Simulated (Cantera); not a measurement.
What does this Cantera script print?

```python
import numpy as np
import cantera as ct

gas_names = [...]  # 110 gases of nasa_gas.yaml made of C, H, O
cond_names = """
    C(gr) C6H6(L) C7H8(L) C8H18(L),n-octa H2O(s) H2O(L)
""".split()


# ... load() reads the species with a 1 bar reference pressure and builds the phases ...
atoms = {
    'CH3OH': {'C': 1, 'H': 4, 'O': 1},
    'H2': {'H': 2},
}
top_T = {'C(gr)': 4500}  # K; cautious upper limits of use, not melting points


# ... equilibrate(T, P, feed) seeds the gas with the atoms and calls Mixture.equilibrate('TP', solver="vcs", rtol=1e-11, max_steps=5000) ...
results = []
feed = {'CH3OH': 1, 'H2': 8.8}  # mol
T = 1698  # K
P = 10000  # Pa
mix = equilibrate(T, P, feed)
results.append((T, P, feed, dict(zip(mix.species_names, mix.species_moles))))
print(gas.report(threshold=0.001))
for i in range(1, mix.n_phases):
    print(f"{mix.phase(i).name:16s} {mix.phase_moles(i):12.5e} mol")
```

Output:

```
       temperature   1698 K
          pressure   10000 Pa
           density   0.0029878 kg/m^3
  mean mol. weight   4.2181 kg/kmol
   phase of matter   gas

                          1 kg             1 kmol
                     ---------------   ---------------
          enthalpy        8.0115e+06        3.3793e+07  J
   internal energy        4.6645e+06        1.9675e+07  J
           entropy             49892        2.1045e+05  J/K
    Gibbs function       -7.6705e+07       -3.2355e+08  J
 heat capacity c_p            7903.3             33337  J/K
 heat capacity c_v            5932.1             25022  J/K

                      mass frac. Y      mole frac. X     chem. pot. / RT
                     ---------------   ---------------   ---------------
                CO            0.5625          0.084709           -39.758
                H2           0.43722           0.91481           -21.363
     [ +108 minor]        0.00027724        0.00047787

C(gr)             0.00000e+00 mol
```

These are equilibrium values from Cantera (NASA tables, ideal gas, pure condensed phases), not measurements of a reactor.
